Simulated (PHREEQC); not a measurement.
1 kg of water holding 0.035 mol Na2SO4, 0.14 mol MgSO4 and 0.21 mol K2SO4 is evaporated at 20 °C; the solids stay in contact with the brine. The system is closed to CO2. Solids allowed: Arcanite, Bloedite, Brucite, Epsomite, Glaserite, Hexahydrite, Kieserite, Leonite, Mirabilite, Misenite, Schoenite, Thenardite. Others were left out.

All values are PHREEQC results (Pitzer model, pitzer.dat), not measurements.

```csv
water left (kg),ionic strength,water activity,Arcanite (mol),Schoenite (mol),Glaserite (mol)
1,1.29,0.988,0,0,0
0.6755,1.92,0.983,0,0,0
0.4563,2.84,0.976,0,0,0
0.2533,4.60,0.964,0.0436,0,0
0.1711,5.92,0.956,0.0941,0,0
0.1156,7.84,0.942,0.130,0,0
0.07537,9.61,0.925,0.132,0.0251,0
0.03373,9.80,0.922,0.0471,0.0890,0.0333
0.01693,9.80,0.922,0.00624,0.114,0.0516
0.005974,13.9,0.857,0,0.128,0.0529
```

Arcanite from water left = 0.3082 kg, last present at water left = 0.01693 kg; Schoenite from water left = 0.07537 kg; Glaserite from water left = 0.05862 kg.
